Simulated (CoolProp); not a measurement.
o-xylene along the isobar 5 MPa: density (kg/m³) from the reference equation and from simpler models built on Tc = 357.1 °C, pc = 3.737 MPa, ω = 0.312; each cubic takes its own stable root.

Model: reference Helmholtz-energy equation of state, Zhou 2012, in CoolProp.

| T (°C) | phase | reference | van der Waals | Redlich-Kwong | Soave-Redlich-Kwong | Peng-Robinson |
|---|---|---|---|---|---|---|
| -0.75 | liquid | 900.6 | 521.3 | 770.4 | 784.8 | 880.1 |
| 17.15 | liquid | 885.9 | 514.7 | 759.4 | 775.5 | 870.3 |
| 35.15 | liquid | 871.0 | 507.9 | 747.8 | 765.6 | 859.8 |
| 53.05 | liquid | 856.2 | 501.0 | 735.7 | 755.2 | 848.7 |
| 71.05 | liquid | 841.1 | 493.9 | 723.0 | 744.1 | 836.9 |
| 88.95 | liquid | 825.8 | 486.5 | 709.9 | 732.4 | 824.3 |
| 106.95 | liquid | 810.3 | 478.9 | 696.0 | 719.8 | 810.8 |
| 124.85 | liquid | 794.4 | 471.0 | 681.6 | 706.6 | 796.5 |
| 142.75 | liquid | 778.2 | 462.9 | 666.5 | 692.5 | 781.1 |
